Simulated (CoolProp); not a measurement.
20 sccm (0 °C, 1 atm) of nitrogen bubbles through liquid R113 at 276 K and leaves saturated at a total pressure of 0.0692 MPa (ideal gas phase). Each further row changes one setting.

Values from CoolProp's reference Helmholtz-energy equation of state, Marx 1992.

```
case                      vapour pressure (kPa)  mole fraction of vapour  delivery (mg/min)  delivery (sccm)  change of delivery for a bath 1 K warmer (%)
------------------------  ---------------------  -----------------------  -----------------  ---------------  --------------------------------------------
as stated                                  17.2                        ?               55.5             6.64                                           6.5
bath temperature 281 K                     21.7                        ?               76.5                ?                                             ?
total pressure 0.138 MPa                   17.2                        ?                  ?                ?                                           5.5
```

Question: Fill in the missing entries.

Answer: 
- as stated, mole fraction of vapour: 0.249
- bath temperature 281 K, mole fraction of vapour: 0.314
- bath temperature 281 K, delivery (sccm): 9.16
- bath temperature 281 K, change of delivery for a bath 1 K warmer (%): 6.9
- total pressure 0.138 MPa, mole fraction of vapour: 0.125
- total pressure 0.138 MPa, delivery (mg/min): 23.9
- total pressure 0.138 MPa, delivery (sccm): 2.86
